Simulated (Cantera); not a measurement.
Feed: 1 mol MgCO3, 0.043 mol C, a varied amount of H2O, held at 1652 °C and 0.390 bar.

These are equilibrium values from Cantera (NASA tables, ideal gas, pure condensed phases), not measurements of a reactor. Candidate condensed phases: C, C6H6, C7H8, C8H18, H2O, Mg, MgCO3, MgO, Mg(OH)2; 116 gas species. Equilibrium is a limit: real reactors are often held back by kinetics, nucleation or transport.

x: gas mole fraction; n: condensed amount in mol.

```
n(H2O) (mol)  x CO2  x H2O     x CO     x H2      x OH  n MgO(s)
------------  -----  -----  -------  -------  --------  --------
0.12          0.824  0.101   0.0723  0.00206  0.000294     1.000
0.16          0.797  0.130   0.0693  0.00263  0.000336     1.000
0.23          0.754  0.177   0.0645  0.00351  0.000395     1.000
0.31          0.711  0.224   0.0597  0.00438  0.000449     1.000
0.44          0.650  0.291   0.0530  0.00551  0.000518     1.000
0.61            [?]    [?]      [?]      [?]       [?]     1.000
0.84          0.515  0.438   0.0387  0.00764  0.000662     1.000
1.2           0.434  0.526   0.0305  0.00859  0.000750     1.000
1.6           0.370  0.595   0.0243  0.00909  0.000826     1.000
2.2             [?]    [?]      [?]  0.00933       [?]     1.000
3.1           0.239  0.738   0.0128  0.00921   0.00102     1.000
4.3           0.186  0.794  0.00886  0.00879   0.00112     1.000
```

What belongs in the gaps?


- 0.61, x CO2: 0.585
- 0.61, x H2O: 0.362
- 0.61, x CO: 0.0460
- 0.61, x H2: 0.00662
- 0.61, x OH: 0.000589
- 2.2, x CO2: 0.303
- 2.2, x H2O: 0.668
- 2.2, x CO: 0.0182
- 2.2, x OH: 0.000915
